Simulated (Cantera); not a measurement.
**Gas activation for diamond growth**

An isothermal, constant-pressure homogeneous reactor starts with CH4 : H2 = 0.023 : 1 (molar parts), at 1973 K and 6100 Pa.

Model: GRI-Mech 3.0 (53 species, 325 reactions), integrated in Cantera. GRI-Mech 3.0 stops at C3 and has no aromatics, soot or wall deposition, so with more carbon than oxygen in the feed, carbon stays in small species such as C2H2 where larger ones or solid carbon would form.

```
t (s)        x CH4   x H2   x C2H4    x C2H6   x C2H2    x CH2     x CH3
--------  --------  -----  -------  --------  -------  -------  --------
0.000500    0.0222  0.977  3.02e-6   1.83e-7  7.31e-7  2.14e-7  0.000281
0.00150     0.0215  0.976  3.26e-5   1.08e-6  5.79e-5  1.62e-6  0.000781
0.00451     0.0184  0.975  6.71e-5   2.28e-6  0.00122  5.69e-6   0.00141
0.0136      0.0111  0.978  3.24e-5   1.03e-6  0.00502  5.15e-6   0.00101
0.0408     0.00448  0.982  9.66e-6   1.87e-7  0.00854  2.68e-6  0.000448
0.122      0.00144  0.983  5.43e-6   2.08e-8   0.0102  1.02e-6  0.000153
0.368     0.000455  0.983  5.09e-6   2.17e-9   0.0107  3.45e-7   4.95e-5
1.11      0.000170  0.983  5.09e-6  3.44e-10   0.0109  1.31e-7   1.86e-5
3.32      0.000113  0.984  5.10e-6  1.78e-10   0.0109  8.78e-8   1.24e-5
9.98      0.000111  0.984  5.10e-6  1.74e-10   0.0109  8.63e-8   1.22e-5
30.0      0.000111  0.984  5.10e-6  1.74e-10   0.0109  8.63e-8   1.22e-5
```
x: mole fraction; the columns are a selection and need not sum to one.

Equilibrium at this temperature and pressure: CH4 0.000111, H2 0.984, C2H4 5.10e-6, C2H6 1.74e-10, C2H2 0.0109, CH2 8.64e-8, CH3 1.22e-5 (gas phase only).
